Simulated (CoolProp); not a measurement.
A single-stage vapour-compression cycle with R13: evaporating at 244.15 K (dew point), condensing at 271.15 K (bubble point), superheat 5 K, subcooling 8 K, compressor efficiency 0.8, no pressure losses. Each further row changes one setting.

The numbers come from the reference Helmholtz-energy equation of state, Platzer 1990 in CoolProp. This equation is an older, rougher fit; its heat capacities, sound speeds and derivatives of the liquid may be far off and weren't checked against measurements.

```
case                              cooling COP  pressure ratio  discharge temperature (K)  refrigerating effect (kJ/kg)  volumetric capacity (kJ/m³)
--------------------------------  -----------  --------------  -------------------------  ----------------------------  ---------------------------
as stated                                6.22            2.16                      287.8                           101                         5290
evaporating temperature 249.15 K         7.98            1.85                      285.5                           102                         6280
condensing temperature 266.15 K          7.94            1.89                      280.9                           106                         5580
subcooling 13 K                          6.57            2.16                      287.8                           106                         5590
superheat 15 K                           6.20            2.16                      297.8                           108                         5290
compressor efficiency 0.7                5.45            2.16                      290.5                           101                         5290
```
